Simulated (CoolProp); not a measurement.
C2F6 (R116) along the isobar 4.54 MPa: fugacity coefficient from the reference equation and from simpler models built on Tc = 19.9 °C, pc = 3.048 MPa, ω = 0.257; each cubic takes its own stable root.

Values from CoolProp's reference Helmholtz-energy equation of state, Lemmon 2006. It is a short technical equation, of lower accuracy than the large ones.

| T (°C) | phase | reference | van der Waals | Peng-Robinson |
|---|---|---|---|---|
| -54.85 | liquid | 0.07554 | 0.2052 | 0.07406 |
| -39.75 | liquid | 0.1278 | 0.2641 | 0.1253 |
| -24.55 | liquid | 0.1984 | 0.3285 | 0.1947 |
| -9.35 | liquid | 0.2862 | 0.3963 | 0.2807 |
| 5.85 | liquid | 0.3876 | 0.4657 | 0.3793 |
| 20.95 | supercritical | 0.4953 | 0.5339 | 0.4820 |
| 36.15 | supercritical | ? | 0.5988 | 0.5761 |
| 51.35 | supercritical | 0.6714 | 0.6554 | ? |
| 66.45 | supercritical | 0.7244 | 0.6993 | ? |
| 81.65 | supercritical | 0.7669 | 0.7344 | 0.7406 |
| 96.85 | supercritical | 0.8019 | 0.7635 | 0.7768 |
| 111.95 | supercritical | 0.8311 | 0.7881 | 0.8074 |
| 127.15 | supercritical | ? | 0.8096 | ? |

**Question.** Complete the blanks.

**Answer.** 
- 36.15, reference: 0.5977
- 51.35, Peng-Robinson: 0.6454
- 66.45, Peng-Robinson: 0.6977
- 127.15, reference: 0.8561
- 127.15, Peng-Robinson: 0.8339
